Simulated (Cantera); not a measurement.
Thermodynamics of thermal oxidation and active oxidation of silicon, feed Si + O2 + H2

Input: 1 mol Si, 0.073 mol O2, 42 mol H2, at 1 atm.

Cantera equilibrium calculation (NASA polynomials, part measured and part estimated; ideal gas, pure solids and liquids). Candidate condensed phases: H2O, Si, SiO2; 18 gas species. Mutual solubility and eutectic melting of coexisting phases are not modelled. The tables hold silica as quartz up to 1696 K and as liquid above; real silica turns to tridymite and cristobalite and melts near 1996 K. Gases not in the tables: Si2H6 and higher silanes. Rates play no part.

| T (°C) | x H2 | x H | x SiO | x Si | x SiH2 | x SiH | x H2O | x Si2 | n Si(s) | n SiO2(β-quartz) | n Si(l) |
|---|---|---|---|---|---|---|---|---|---|---|---|
| 1150 | 1.000 | 6.60e-6 | 0.000116 | 1.51e-9 | 5.26e-7 | 6.80e-9 | 1.38e-6 | 1.08e-12 | 0.925 | 0.0705 | 0 |
| 1250 | 0.999 | 2.30e-5 | 0.000772 | 1.78e-8 | 2.00e-6 | 5.23e-8 | 4.21e-6 | 2.67e-11 | 0.911 | 0.0567 | 0 |
| 1350 | 0.996 | 6.85e-5 | 0.00345 | 1.54e-7 | 6.44e-6 | 3.11e-7 | 9.52e-6 | 4.43e-10 | 0.854 | 0 | 0 |
| 1450 | 0.996 | 0.000181 | 0.00346 | 9.71e-7 | 1.69e-5 | 1.40e-6 | 5.61e-6 | 4.60e-9 | 0 | 0 | 0.853 |
| 1550 | 0.996 | 0.000430 | 0.00346 | 4.36e-6 | 3.50e-5 | 4.68e-6 | 4.01e-6 | 2.82e-8 | 0 | 0 | 0.852 |
| 1650 | 0.996 | 0.000934 | 0.00346 | 1.67e-5 | 6.70e-5 | 1.38e-5 | 2.97e-6 | 1.43e-7 | 0 | 0 | 0.850 |
| 1750 | 0.994 | 0.00188 | 0.00346 | 5.62e-5 | 0.000120 | 3.63e-5 | 2.27e-6 | 6.15e-7 | 0 | 0 | 0.845 |
| 1850 | 0.993 | 0.00355 | 0.00346 | 0.000168 | 0.000204 | 8.70e-5 | 1.78e-6 | 2.30e-6 | 0 | 0 | 0.834 |
| 1950 | 0.989 | 0.00633 | 0.00345 | 0.000454 | 0.000328 | 0.000192 | 1.42e-6 | 7.60e-6 | 0 | 0 | 0.812 |
x: gas mole fraction; n: condensed amount in mol.

From 1150 °C to 1250 °C the condensed part is Si(s) + SiO2(β-quartz). At 1350 °C the condensed part is Si(s). From 1450 °C to 1950 °C the condensed part is Si(l). The main Si-bearing gas is SiO throughout. The share of Si in condensed phases is highest at 1150 °C (99.5 %) and lowest at 1950 °C (81.2 %).
